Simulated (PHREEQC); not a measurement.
Acid rinse or clean (model solution)

Make-up at 25 °C: 0.045 mol HNO3, 0.035 mol CaCl2 and 0.0021 mol KCl per kg of water. It is in equilibrium with CO2 at log p = -1 (atm). Otherwise closed; pH follows from the charge balance.

The numbers come from PHREEQC with the ion-association model, phreeqc.dat.

| Property | Value |
|---|---|
| pH | 1.44 |
| ionic strength | 0.152 mol/kgw |
| specific conductance | 22600 µS/cm |
| density | 1.002 g/cm³ |
| total alkalinity | -45.0 meq/kg |

```tsv
species	molality	activity	log γ
Cl-	0.0721	0.0531	-0.133
H+	0.0450	0.0364	-0.092
NO3-	0.0450	0.0323	-0.144
Ca+2	0.0350	0.0121	-0.460
CO2	0.00328	0.00340	0.015
K+	0.00210	0.00154	-0.135
(CO2)2	2.05e-7	2.12e-7	0.015
HCO3-	5.43e-8	4.14e-8	-0.118
CaHCO3+	8.32e-9	6.42e-9	-0.112
```

No solid was allowed to form. Species that the database lacks are ignored.
